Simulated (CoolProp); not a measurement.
Vapour-liquid equilibrium of CH2F2 (R32) (1) + R125 (2) at 224.9 K; x and y are mole fractions of (1).

The numbers come from the multi-fluid Helmholtz-energy mixture model, Tillner-Roth 1997 and Lemmon 2005; pair parameters Lemmon 2004 in CoolProp.

**Question.** Give the bubble pressure and the first vapour's composition at x = 0.15, 0.25, 0.55. Is there an azeotrope?

**Answer.** x = 0.15: 105.3 kPa, y = 0.187; x = 0.25: 108.4 kPa, y = 0.301; x = 0.55: 116.3 kPa, y = 0.596. y crosses x between x = 0.85 and 0.95: the model has an azeotrope there.

The pair parameters rest on a limited set of measurements; away from them the model extrapolates.
